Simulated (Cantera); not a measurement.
**Chlorosilane synthesis and conversion: SiCl4 + HCl + H2**

A closed system holds: 1 mol SiCl4, 0.71 mol HCl, 5.2 mol H2, at 6.10 bar.

Method: chemical equilibrium by Gibbs-energy minimisation in Cantera with the NASA 1993 tables (ideal gas, pure condensed phases). Candidate condensed phases: Si; 19 gas species. The tables' values for SiCl3 are old estimates; treat these amounts as uncertain. Kinetics and transport are ignored.

| T (°C) | x H2 | x HCl | x SiCl4 | x SiHCl3 | x SiCl3 | x SiCl2 | x SiH2Cl2 | x SiH3Cl |
|---|---|---|---|---|---|---|---|---|
| 625 | 0.750 | 0.106 | 0.142 | 0.00280 | 5.28e-6 | 9.52e-9 | 5.24e-6 | 2.39e-9 |
| 675 | 0.748 | 0.107 | 0.140 | 0.00441 | 1.77e-5 | 7.58e-8 | 1.40e-5 | 1.11e-8 |
| 725 | 0.746 | 0.109 | 0.138 | 0.00653 | 5.19e-5 | 4.78e-7 | 3.32e-5 | 4.31e-8 |
| 775 | 0.743 | 0.112 | 0.135 | 0.00917 | 0.000135 | 2.47e-6 | 7.07e-5 | 1.42e-7 |
| 825 | 0.740 | 0.116 | 0.132 | 0.0123 | 0.000316 | 1.07e-5 | 0.000137 | 4.04e-7 |
| 875 | 0.736 | 0.120 | 0.128 | 0.0158 | 0.000677 | 3.95e-5 | 0.000243 | 1.01e-6 |
| 925 | 0.731 | 0.125 | 0.123 | 0.0195 | 0.00133 | 0.000128 | 0.000402 | 2.27e-6 |
| 975 | 0.725 | 0.130 | 0.118 | 0.0231 | 0.00244 | 0.000364 | 0.000617 | 4.57e-6 |
| 1025 | 0.719 | 0.137 | 0.112 | 0.0265 | 0.00416 | 0.000925 | 0.000886 | 8.32e-6 |
| 1075 | 0.711 | 0.145 | 0.105 | 0.0292 | 0.00662 | 0.00210 | 0.00119 | 1.37e-5 |
x: gas mole fraction; nothing condenses.

From 625 °C to 1075 °C nothing is condensed. The main Si-bearing gas is SiCl4 throughout.
